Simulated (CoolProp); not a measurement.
Vapour-liquid equilibrium of n-decane (1) + n-dodecane (2) at 0.654 MPa; x and y are mole fractions of (1).

Model: multi-fluid Helmholtz-energy mixture model, Lemmon 2006 and Lemmon 2004; pair parameters Bell 2016, in CoolProp.

Give the bubble temperature and the first vapour's composition at x = 0.2, 0.35, 0.8. Is there an azeotrope?

x = 0.2: 575.4 K, y = 0.293; x = 0.35: 567.4 K, y = 0.479; x = 0.8: 546.3 K, y = 0.879. No azeotrope shows between x = 0.05 and 0.95.

Pair parameters are fitted to limited data, so mixtures are less certain than the pure fluids.
